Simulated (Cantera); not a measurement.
Cantera with NASA thermochemical tables; ideal gases at 1 bar, condensed phases pure. Values are per mole of reaction as written; species without (g) are pure solids or liquids, kept so even where they would boil at 1 bar.

F(g) + H(g) = HF(g), with ΔH° = -570.0 kJ and ΔS° = -99.8 J/K at 300 K.

Q: How far is the shortcut ΔG° ≈ ΔH°(300 K) − T·ΔS°(300 K) from the full temperature-dependent value at 2123, 2323, 2523, 2723, 2923 K?

A: 
```csv
T (K),shortcut (kJ),full (kJ),difference (kJ),difference in log10 K
2123,-358.1,-328.1,-30.1,0.74
2323,-338.2,-303.4,-34.8,0.78
2523,-318.2,-278.5,-39.7,0.82
2723,-298.3,-253.6,-44.7,0.86
2923,-278.3,-228.6,-49.7,0.89
```
The shortcut ignores the heat-capacity change of the reaction.
